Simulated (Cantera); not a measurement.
Charge: 1 mol SiH₄, 0.047 mol HCl, 2.8 mol H₂, equilibrated at 1875 °C and 0.0133 bar.

Cantera equilibrium calculation (NASA polynomials, part measured and part estimated; ideal gas, pure solids and liquids). Candidate condensed phases: Si; 19 gas species. The tables' values for SiCl are old estimates; treat these amounts as uncertain. Gases not in the tables: Si₂H₆ and higher silanes. Equilibrium is a limit: real reactors are often held back by kinetics, nucleation or transport.

Base state: H₂ 0.938, H 0.0350, Si 0.0165, HCl 0.00855, SiH 0.000907, SiCl 0.000257, Si₂ 0.000238, Cl 0.000233 (mole fractions); condensed: Si(l).

Task: What changes in the equilibrium state with this change: SiH₄ replaced by (CH₃)₂SiCl₂?

Result: 
| species | before | after |
|---|---|---|
| H₂ | 0.938 | 0.691 |
| HCl | 0.00855 | 0.250 |
| H | 0.0350 | 0.0300 |
| SiCl₂ | 0.000159 | 0.0168 |
| Si | 0.0165 | 0.00151 |
| C₂H₂ (acetylene) | 0 | 0.00132 |
| SiC₂ | 0 | 0.000118 |
| Si(l), mol | 0.906 | 0 |
| C(graphite), mol | 0 | 1.12 |
| SiC(s), mol | 0 | 0.863 |
The feed counts by its element totals alone. The tables' values for SiCl, SiCl₃ are old estimates; treat these amounts as uncertain. Further candidate phases: C, C₆H₆, C₇H₈, C₈H₁₈, SiC.

Task: What changes in the equilibrium state with this change: SiH₄ replaced by Si(CH₃)₄?

Result: 
| species | before | after |
|---|---|---|
| H₂ | 0.938 | 0.956 |
| H | 0.0350 | 0.0353 |
| HCl | 0.00855 | 0.00505 |
| Si | 0.0165 | 0.00151 |
| C₂H₂ (acetylene) | 0 | 0.00183 |
| SiC₂ | 0 | 0.000118 |
| Si₂C | 0 | 7.37e-5 |
| Si(l), mol | 0.906 | 0 |
| C(graphite), mol | 0 | 2.98 |
| SiC(s), mol | 0 | 0.983 |
Further candidate phases: C, C₆H₆, C₇H₈, C₈H₁₈, SiC.

Task: What changes in the equilibrium state with this change: pressure from 0.0133 bar to 0.133 bar?

Result: 
| species | before | after |
|---|---|---|
| H₂ | 0.938 | 0.977 |
| H | 0.0350 | 0.0113 |
| HCl | 0.00855 | 0.00912 |
| Si | 0.0165 | 0.00165 |
| Si₃ | 4.77e-5 | 4.77e-6 |
| Si₂ | 0.000238 | 2.38e-5 |
| SiH | 0.000907 | 0.000293 |
| SiCl | 0.000257 | 8.50e-5 |
| Cl | 0.000233 | 7.71e-5 |
| Si(l), mol | 0.906 | 0.988 |
